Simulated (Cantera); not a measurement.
A freely propagating, adiabatic, planar premixed flame of CH4 : C2H6 : O2 : N2 = 1 : 0.034 : 2.12 : 7.97 (molar parts), unburnt at 348 K and 14000 Pa; mixture-averaged transport, grid criteria slope 0.08 and curve 0.16, no radiation.

Detailed kinetics in Cantera: GRI-Mech 3.0 (53 species, 325 reactions). Burning velocities carry a grid error of a few per cent, more on coarse grids.

Q: What does this change do: inlet temperature 348 to 525 K?

A: 
```csv
quantity,before,after
laminar burning velocity,75.0 cm/s,144 cm/s
thermal thickness,2.17 mm,1.95 mm
peak x(C2H2),0.000111,0.000154
peak x(OH),0.00908,0.0108
```

Q: What does this change do: CH4 1 to 0.79 parts?

A: 
| quantity | before | after |
|---|---|---|
| laminar burning velocity | 75.0 cm/s | 62.6 cm/s |
| thermal thickness | 2.17 mm | 2.40 mm |
| peak x(C2H2) | 0.000111 | 2.56e-5 |
| peak x(OH) | 0.00908 | 0.00781 |
